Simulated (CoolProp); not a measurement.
R1234yf along the isotherm 341.4 K: fugacity coefficient from the reference equation and from simpler models built on Tc = 367.8 K, pc = 3.384 MPa, ω = 0.276; each cubic takes its own stable root.

The numbers come from the reference Helmholtz-energy equation of state, Lemmon 2022 in CoolProp.

```tsv
p (MPa)	phase	reference
0.0268	gas	0.9964
0.0432	gas	0.9942
0.0698	gas	0.9906
0.113	gas	0.9848
0.182	gas	0.9756
0.294	gas	0.9607
0.476	gas	0.9365
0.769	gas	0.8978
1.24	gas	0.8360
2.01	liquid	0.7247
3.24	liquid	0.4747
5.24	liquid	0.3196
8.46	liquid	0.2260
```

Q: How far does each simpler model (van der Waals, Soave-Redlich-Kwong, Peng-Robinson) lie from the reference over these 13 states: mean and median of the absolute difference, and the worst?

A: 
- van der Waals: mean 9.1 %, median 1.5 %, worst +41.8 % at 341.4 K and 8.46 MPa
- Soave-Redlich-Kwong: mean 1.6 %, median 0.3 %, worst +7.3 % at 341.4 K and 8.46 MPa
- Peng-Robinson: mean 0.3 %, median 0.2 %, worst +0.7 % at 341.4 K and 8.46 MPa

At some of these states van der Waals gives the other phase, because its saturation line lies elsewhere.
